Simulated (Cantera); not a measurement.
A closed system holds: 1 mol CaCO3, 2.1 mol CO2, 0.087 mol H2, equilibrated at 1.30 mbar.

Equilibrium computed with Cantera from the NASA thermochemical tables; the gas is ideal and each condensed phase is pure. Candidate condensed phases: C, C6H6, C7H8, C8H18, Ca, CaCO3, CaO, Ca(OH)2, H2O; 115 gas species. Kinetics and transport are ignored.

log p: log10 of the partial pressure in bar; n: condensed amount in mol.

```
T (K)  log p CO2  log p CO  log p O2  log p H2O  log p O  n CaO(s)
-----  ---------  --------  --------  ---------  -------  --------
1225       -2.91     -4.46    -11.92      -4.46   -13.34      1.00
1375       -2.91     -4.46     -9.31      -4.46   -10.85      1.00
1525       -2.91     -4.45       [?]      -4.45      [?]      1.00
1675       -2.91     -4.40       [?]      -4.46      [?]      1.00
1825       -2.93     -4.14     -4.73      -4.47    -6.18     1.000
1975       -2.98     -3.82     -4.25      -4.52    -5.38     1.000
2125       -3.07     -3.55     -3.94      -4.63    -4.75     1.000
```

### Question
Complete the blanks.

### Answer

- 1675, log p O2: -5.62
- 1675, log p O: -7.27
- 1525, log p O2: -7.22
- 1525, log p O: -8.85
